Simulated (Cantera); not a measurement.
What does this Cantera script print?

```python
import numpy as np
import cantera as ct

gas_names = """
    Nb NbO NbO2 O O2 O3
""".split()
cond_names = """
    Nb(cr) Nb(L) NbO(s) NbO(L) NbO2(I) NbO2(II) NbO2(III) NbO2(L) Nb2O5(s) Nb2O5(L)
""".split()


# ... load() reads the species with a 1 bar reference pressure and builds the phases ...
atoms = {
    'Nb': {'Nb': 1},
    'O2': {'O': 2},
}
top_T = {}  # K; cautious upper limits of use, not melting points


# ... equilibrate(T, P, feed) seeds the gas with the atoms and calls Mixture.equilibrate('TP', solver="vcs", rtol=1e-11, max_steps=5000) ...
results = []
feed = {'Nb': 1, 'O2': 1.5}  # mol
T = 1075  # K
P = 101325  # Pa
mix = equilibrate(T, P, feed)
results.append((T, P, feed, dict(zip(mix.species_names, mix.species_moles))))
print(gas.report(threshold=1e-06))
for i in range(1, mix.n_phases):
    print(f"{mix.phase(i).name:16s} {mix.phase_moles(i):12.5e} mol")
```

Result:

```
       temperature   1075 K
          pressure   1.0132e+05 Pa
           density   0.36274 kg/m^3
  mean mol. weight   31.998 kg/kmol
   phase of matter   gas

                          1 kg             1 kmol
                     ---------------   ---------------
          enthalpy        7.9171e+05        2.5333e+07  J
   internal energy        5.1237e+05        1.6395e+07  J
           entropy            7688.3        2.4601e+05  J/K
    Gibbs function       -7.4732e+06       -2.3913e+08  J
 heat capacity c_p            1098.4             35147  J/K
 heat capacity c_v            838.58             26833  J/K

                      mass frac. Y      mole frac. X     chem. pot. / RT
                     ---------------   ---------------   ---------------
                O2                 1                 1           -26.754
     [   +5 minor]        7.0112e-10         1.336e-09

Nb(cr)            0.00000e+00 mol
NbO(s)            0.00000e+00 mol
NbO2(I)           0.00000e+00 mol
Nb2O5(s)          5.00000e-01 mol
```

These are equilibrium values from Cantera (NASA tables, ideal gas, pure condensed phases), not measurements of a reactor. Condensed phases not in the tables: the oxides between NbO2 and Nb2O5.
